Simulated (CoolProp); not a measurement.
Computed with CoolProp (reference Helmholtz-energy equation of state, Thol 2019).

Problem. For dodecamethylpentasiloxane (MD3M), give the phase and the cv (kJ/(kg K)), Joule-Thomson coefficient (K/MPa), expansivity (1/kK) at 241.4 K and 2.85 bar.

Solution. 
- 241.4 K and 2.85 bar: liquid; cv 1.25, Joule-Thomson coefficient -0.522, expansivity 1.06
